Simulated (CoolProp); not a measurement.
Propylene along the isobar 0.93 MPa: fugacity coefficient from the reference equation and from simpler models built on Tc = 364.2 K, pc = 4.555 MPa, ω = 0.146; each cubic takes its own stable root.

Computed with CoolProp (reference Helmholtz-energy equation of state, Lemmon 2013).

```json
[
 {"T (K)": "298.3", "phase": "gas", "reference": "0.8701", "van der Waals": "0.9029", "Redlich-Kwong": "0.8791", "Soave-Redlich-Kwong": "0.8747", "Peng-Robinson": "0.8667"},
 {"T (K)": "337.8", "phase": "gas", "reference": "0.9123", "van der Waals": "0.9277", "Redlich-Kwong": "0.9148", "Soave-Redlich-Kwong": "0.9133", "Peng-Robinson": "0.9057"},
 {"T (K)": "377.3", "phase": "gas", "reference": "0.9380", "van der Waals": "0.9446", "Redlich-Kwong": "0.9380", "Soave-Redlich-Kwong": "0.9386", "Peng-Robinson": "0.9315"},
 {"T (K)": "416.9", "phase": "gas", "reference": "0.9549", "van der Waals": "0.9568", "Redlich-Kwong": "0.9538", "Soave-Redlich-Kwong": "0.9558", "Peng-Robinson": "0.9494"},
 {"T (K)": "456.4", "phase": "gas", "reference": "0.9665", "van der Waals": "0.9657", "Redlich-Kwong": "0.9649", "Soave-Redlich-Kwong": "0.9679", "Peng-Robinson": "0.9621"},
 {"T (K)": "495.9", "phase": "gas", "reference": "0.9748", "van der Waals": "0.9725", "Redlich-Kwong": "0.9730", "Soave-Redlich-Kwong": "0.9767", "Peng-Robinson": "0.9713"},
 {"T (K)": "535.5", "phase": "gas", "reference": "0.9810", "van der Waals": "0.9777", "Redlich-Kwong": "0.9790", "Soave-Redlich-Kwong": "0.9831", "Peng-Robinson": "0.9783"},
 {"T (K)": "575", "phase": "gas", "reference": "0.9857", "van der Waals": "0.9817", "Redlich-Kwong": "0.9836", "Soave-Redlich-Kwong": "0.9879", "Peng-Robinson": "0.9835"}
]
```
